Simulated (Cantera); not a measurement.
Cantera run:

```python
import numpy as np
import cantera as ct

gas_names = """
    F F2 H HF H2 H2F2 H3F3 H4F4 H5F5 H6F6 H7F7 N NF NF2 NF3 NH NH2 NH3 N2 N2H2 N2H4
""".split()
cond_names = """

""".split()


# ... load() reads the species with a 1 bar reference pressure and builds the phases ...
atoms = {
    'HF': {'H': 1, 'F': 1},
    'H2': {'H': 2},
    'N2': {'N': 2},
}
top_T = {}  # K; cautious upper limits of use, not melting points


# ... equilibrate(T, P, feed) seeds the gas with the atoms and calls Mixture.equilibrate('TP', solver="vcs", rtol=1e-11, max_steps=5000) ...
results = []
feed = {'HF': 1, 'H2': 1.1, 'N2': 0.8}  # mol
T = 3523.15  # K
P = 10000  # Pa
mix = equilibrate(T, P, feed)
results.append((T, P, feed, dict(zip(mix.species_names, mix.species_moles))))
print(gas.report(threshold=0.0001))
for i in range(1, mix.n_phases):
    print(f"{mix.phase(i).name:16s} {mix.phase_moles(i):12.5e} mol")
```

Result:

```
       temperature   3523.2 K
          pressure   10000 Pa
           density   0.0039326 kg/m^3
  mean mol. weight   11.52 kg/kmol
   phase of matter   gas

                          1 kg             1 kmol
                     ---------------   ---------------
          enthalpy        1.1378e+07        1.3107e+08  J
   internal energy        8.8348e+06        1.0177e+08  J
           entropy             20960        2.4146e+05  J/K
    Gibbs function       -6.2469e+07       -7.1962e+08  J
 heat capacity c_p            2515.5             28977  J/K
 heat capacity c_v            1793.7             20663  J/K

                      mass frac. Y      mole frac. X     chem. pot. / RT
                     ---------------   ---------------   ---------------
                 F          0.043165          0.026173           -26.381
                 H          0.041702           0.47658           -13.284
                HF           0.40276           0.23191           -39.666
                H2           0.01027          0.058686           -26.569
                 N        0.00043156        0.00035493           -16.435
                N2           0.50166           0.20629           -32.869
     [  +15 minor]        8.6943e-06        6.5209e-06
```

These are equilibrium values from Cantera (NASA tables, ideal gas, pure condensed phases), not measurements of a reactor.
